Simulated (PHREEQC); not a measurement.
Make-up at 45 °C: 0.12 mol/kgw NH4HSO4. Closed to the air; pH follows from the charge balance.

Computed with PHREEQC (ion-association model, phreeqc.dat).

Task: The ionic strength comes out as 0.187 mol/kgw. What activity coefficients do H+, SO4-2, NH4SO4-, HSO4-, NH4+ get?

Result: H+ 0.79, SO4-2 0.29, NH4SO4- 0.74, HSO4- 0.74, NH4+ 0.68.

This is a speciation only: nothing precipitates in the calculation. Away from 25 °C the constants follow the database's enthalpies or fits; those with neither stay at their 25 °C values.
